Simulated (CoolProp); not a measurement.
Properties of the fluoroketone C6F12O (FK-5-1-12) along the isobar 101 kPa (Tc = 168.7 °C, pc = 1869 kPa, ω = 0.471).

Model: reference Helmholtz-energy equation of state, McLinden 2015, in CoolProp.

| T (°C) | phase | density (kg/m³) | cp (kJ/(kg K)) | cv (kJ/(kg K)) | speed of sound (m/s) | fugacity coefficient |
|---|---|---|---|---|---|---|
| 74.75 | gas | 11.58 | 0.9177 | 0.8837 | 92.78 | 0.9548 |
| 85.65 | gas | 11.17 | 0.9263 | (withheld) | 94.70 | (withheld) |
| 96.55 | gas | (withheld) | 0.9357 | 0.9036 | 96.55 | 0.9639 |
| 107.35 | gas | 10.44 | 0.9456 | 0.9142 | 98.30 | 0.9675 |
| 118.25 | gas | 10.11 | 0.9561 | 0.9252 | 100.0 | 0.9707 |
| 129.05 | gas | 9.812 | 0.9667 | 0.9363 | 101.7 | 0.9735 |
| 139.95 | gas | 9.527 | 0.9776 | 0.9477 | 103.3 | 0.9760 |
| 150.85 | gas | 9.261 | 0.9888 | (withheld) | 104.8 | 0.9782 |
| 161.65 | gas | 9.012 | 0.9999 | 0.9706 | 106.3 | 0.9801 |
| 172.55 | gas | 8.776 | 1.011 | 0.9821 | 107.8 | 0.9818 |
| 183.45 | gas | 8.552 | 1.022 | 0.9937 | 109.3 | 0.9834 |
| 194.25 | gas | 8.343 | 1.034 | 1.005 | 110.7 | 0.9847 |
| 205.15 | gas | 8.142 | 1.045 | 1.017 | (withheld) | 0.9860 |
| 215.95 | gas | 7.953 | 1.056 | (withheld) | 113.5 | 0.9871 |
| 226.85 | gas | 7.771 | 1.067 | 1.039 | 114.8 | 0.9881 |

**Question.** Some entries are withheld; supply them.

**Answer.** 
- 85.65, cv (kJ/(kg K)): 0.8933
- 85.65, fugacity coefficient: 0.9597
- 96.55, density (kg/m³): 10.79
- 150.85, cv (kJ/(kg K)): 0.9591
- 205.15, speed of sound (m/s): 112.1
- 215.95, cv (kJ/(kg K)): 1.028
